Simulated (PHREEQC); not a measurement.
Consider water at 20 °C with 0.24 mol/kgw H2SO4, 0.1 mol/kgw NaCl and 0.012 mol/kgw CuCl2. Closed to the air; pH follows from the charge balance.

Model: ion-association model, wateq4f.dat, run in PHREEQC.

Each row changes one thing in this solution. This is a speciation only: nothing precipitates in the calculation.

```json
[
 {"case": "as made", "pH": "0.67", "ionic strength (mol/kgw)": "0.435", "Cu+2 (mol/kgw)": "0.00853", "CuCl+ (mol/kgw)": "0.000574", "CuCl2 (mol/kgw)": "1.41e-5", "CuCl3- (mol/kgw)": "6.18e-9", "SI of Tenorite (CuO)": "-9.13", "SI of Cu(OH)2 (Cu(OH)2)": "-10.16"},
 {"case": "H2SO4 replaced by CdSO4 at the same molality", "pH": "5.18", "ionic strength (mol/kgw)": "0.472", "Cu+2 (mol/kgw)": "0.00693", "CuCl+ (mol/kgw)": "0.000173", "CuCl2 (mol/kgw)": "1.57e-6", "CuCl3- (mol/kgw)": "2.63e-10", "SI of Tenorite (CuO)": "-0.20", "SI of Cu(OH)2 (Cu(OH)2)": "-1.22"},
 {"case": "H2SO4 left out", "pH": "4.85", "ionic strength (mol/kgw)": "0.134", "Cu+2 (mol/kgw)": "?", "CuCl+ (mol/kgw)": "0.00104", "CuCl2 (mol/kgw)": "3.50e-5", "CuCl3- (mol/kgw)": "1.43e-8", "SI of Tenorite (CuO)": "-0.50", "SI of Cu(OH)2 (Cu(OH)2)": "-1.52"},
 {"case": "CuCl2 from 0.012 to 0.024 mol/kgw", "pH": "0.66", "ionic strength (mol/kgw)": "0.464", "Cu+2 (mol/kgw)": "0.0171", "CuCl+ (mol/kgw)": "0.00134", "CuCl2 (mol/kgw)": "3.85e-5", "CuCl3- (mol/kgw)": "2.01e-8", "SI of Tenorite (CuO)": "-8.84", "SI of Cu(OH)2 (Cu(OH)2)": "-9.87"},
 {"case": "NaCl left out", "pH": "0.67", "ionic strength (mol/kgw)": "0.332", "Cu+2 (mol/kgw)": "0.00851", "CuCl+ (mol/kgw)": "0.000120", "CuCl2 (mol/kgw)": "6.22e-7", "CuCl3- (mol/kgw)": "5.14e-11", "SI of Tenorite (CuO)": "-9.09", "SI of Cu(OH)2 (Cu(OH)2)": "-10.12"},
 {"case": "0.31 mol/kgw H3PO4 added", "pH": "0.65", "ionic strength (mol/kgw)": "0.448", "Cu+2 (mol/kgw)": "0.00864", "CuCl+ (mol/kgw)": "?", "CuCl2 (mol/kgw)": "1.41e-5", "CuCl3- (mol/kgw)": "6.17e-9", "SI of Tenorite (CuO)": "-9.17", "SI of Cu(OH)2 (Cu(OH)2)": "-10.20"},
 {"case": "temperature from 20 to 70 °C", "pH": "0.71", "ionic strength (mol/kgw)": "?", "Cu+2 (mol/kgw)": "?", "CuCl+ (mol/kgw)": "0.00370", "CuCl2 (mol/kgw)": "0.000137", "CuCl3- (mol/kgw)": "1.26e-7", "SI of Tenorite (CuO)": "-7.50", "SI of Cu(OH)2 (Cu(OH)2)": "-8.52"},
 {"case": "0.008 mol/kgw SrCl2 added", "pH": "0.67", "ionic strength (mol/kgw)": "0.455", "Cu+2 (mol/kgw)": "0.00855", "CuCl+ (mol/kgw)": "0.000641", "CuCl2 (mol/kgw)": "1.76e-5", "CuCl3- (mol/kgw)": "8.72e-9", "SI of Tenorite (CuO)": "-9.14", "SI of Cu(OH)2 (Cu(OH)2)": "-10.17"}
]
```

### Question
Some entries are withheld; supply them.

### Answer

- H2SO4 left out, Cu+2 (mol/kgw): 0.0109
- 0.31 mol/kgw H3PO4 added, CuCl+ (mol/kgw): 0.000576
- temperature from 20 to 70 °C, ionic strength (mol/kgw): 0.391
- temperature from 20 to 70 °C, Cu+2 (mol/kgw): 0.00709

Some of these states are supersaturated (in Antlerite, Brochantite, Atacamite, for instance). Away from 25 °C the constants follow the database's enthalpies or fits; those with neither stay at their 25 °C values.
